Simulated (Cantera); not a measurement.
A perfectly stirred reactor is fed with CO : H₂ : O₂ : N₂ = 1 : 1.2 : 0.647 : 2.43 (molar parts), at 10500 Torr; it is adiabatic with a 375 K inlet, and is followed from long to short residence time, starting on the burning branch (τ in s: 0.24, 0.083, 0.029, 0.01, 0.0035, 0.0012, 0.00042, 0.00015, 5.2e-05).

Model: GRI-Mech 3.0 (53 species, 325 reactions), integrated in Cantera. The hydrogen kinetics of GRI-Mech 3.0 are dated; newer H2 mechanisms differ, most at raised pressure. The pressure lies above the range GRI-Mech 3.0 was tuned for (to about 10 atm).

One state of this run: T (K) = 2263; x CO = 0.135; x H₂ = 0.0604; x O₂ = 6.14e-5; x NO₂ = 6.61e-10; x OH = 0.000437. x: mole fraction; the columns are a selection and need not sum to one.

Question: Which value of τ (s) does it belong to?
(A) 0.00042
(B) 0.00015
(C) 0.029
(D) 0.010

Answer: D, 0.010
